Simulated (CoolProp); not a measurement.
Properties of ammonia along the isotherm 378.95 °C.

Model: reference Helmholtz-energy equation of state, Gao 2020, in CoolProp.

```json
[
 {"p (MPa)": "1.22", "phase": "gas", "density (kg/m³)": "3.856", "cp (kJ/(kg K))": "2.772", "Joule-Thomson coefficient (K/MPa)": "2.677"},
 {"p (MPa)": "2.44", "phase": "gas", "density (kg/m³)": "7.761", "cp (kJ/(kg K))": "2.805", "Joule-Thomson coefficient (K/MPa)": "2.655"},
 {"p (MPa)": "3.65", "phase": "gas", "density (kg/m³)": "11.68", "cp (kJ/(kg K))": "2.838", "Joule-Thomson coefficient (K/MPa)": "2.633"},
 {"p (MPa)": "4.87", "phase": "gas", "density (kg/m³)": "15.69", "cp (kJ/(kg K))": "2.872", "Joule-Thomson coefficient (K/MPa)": "2.609"},
 {"p (MPa)": "6.09", "phase": "gas", "density (kg/m³)": "19.74", "cp (kJ/(kg K))": "2.908", "Joule-Thomson coefficient (K/MPa)": "2.584"},
 {"p (MPa)": "7.31", "phase": "gas", "density (kg/m³)": "23.84", "cp (kJ/(kg K))": "2.943", "Joule-Thomson coefficient (K/MPa)": "2.558"},
 {"p (MPa)": "8.52", "phase": "gas", "density (kg/m³)": "27.95", "cp (kJ/(kg K))": "2.980", "Joule-Thomson coefficient (K/MPa)": "2.531"},
 {"p (MPa)": "9.74", "phase": "gas", "density (kg/m³)": "32.15", "cp (kJ/(kg K))": "3.017", "Joule-Thomson coefficient (K/MPa)": "2.503"},
 {"p (MPa)": "11", "phase": "gas", "density (kg/m³)": "36.53", "cp (kJ/(kg K))": "3.056", "Joule-Thomson coefficient (K/MPa)": "2.473"},
 {"p (MPa)": "12.2", "phase": "supercritical", "density (kg/m³)": "40.76", "cp (kJ/(kg K))": "3.094", "Joule-Thomson coefficient (K/MPa)": "2.443"},
 {"p (MPa)": "13.4", "phase": "supercritical", "density (kg/m³)": "45.02", "cp (kJ/(kg K))": "3.132", "Joule-Thomson coefficient (K/MPa)": "2.412"},
 {"p (MPa)": "14.6", "phase": "supercritical", "density (kg/m³)": "49.33", "cp (kJ/(kg K))": "3.171", "Joule-Thomson coefficient (K/MPa)": "2.380"},
 {"p (MPa)": "15.8", "phase": "supercritical", "density (kg/m³)": "53.68", "cp (kJ/(kg K))": "3.210", "Joule-Thomson coefficient (K/MPa)": "2.348"},
 {"p (MPa)": "17", "phase": "supercritical", "density (kg/m³)": "58.08", "cp (kJ/(kg K))": "3.249", "Joule-Thomson coefficient (K/MPa)": "2.314"}
]
```
